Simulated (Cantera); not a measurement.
Charge: 1 mol HgO, 0.53 mol H2, at 1623 K and 2.70 bar.

Method: chemical equilibrium by Gibbs-energy minimisation in Cantera with the NASA 1993 tables (ideal gas, pure condensed phases). Candidate condensed phases: H2O, Hg, HgO; 10 gas species. Rates play no part.

Base state: Hg 0.567, H2O 0.300, O2 0.133, OH 0.000254 (mole fractions); condensed: gas only.

Problem. What changes in the equilibrium state with this change: HgO replaced by Hg?

Solution. 
| species | before | after |
|---|---|---|
| Hg | 0.567 | 0.654 |
| H2 | 4.34e-6 | 0.346 |
| H | 8.76e-8 | 2.48e-5 |
| H2O | 0.300 | 0 |
| O2 | 0.133 | 0 |
| OH | 0.000254 | 0 |
